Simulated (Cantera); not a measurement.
Charge: 1 mol Hg, 0.12 mol O2, 69 mol H2, at 923 K and 1.50 mbar.

These are equilibrium values from Cantera (NASA tables, ideal gas, pure condensed phases), not measurements of a reactor. Candidate condensed phases: H2O, Hg, HgO; 10 gas species. Kinetics and transport are ignored.

Base state: H2 0.982, Hg 0.0143, H2O 0.00343 (mole fractions); condensed: gas only.

### Question
What changes in the equilibrium state with this change: Hg replaced by Fe(CO)5?

### Answer
| species | before | after |
|---|---|---|
| H2 | 0.982 | 0.930 |
| CO | 0 | 0.0671 |
| H2O | 0.00343 | 0.00284 |
| Hg | 0.0143 | 0 |
| CO2 | 0 | 0.000419 |
| CH4 | 0 | 1.54e-5 |
| Fe(α), mol | 0 | 1.00 |
Further candidate phases: C, C6H6, C7H8, C8H18, Fe, Fe(CO)5, FeO, Fe(OH)2, Fe(OH)3, Fe2O3, Fe3O4.
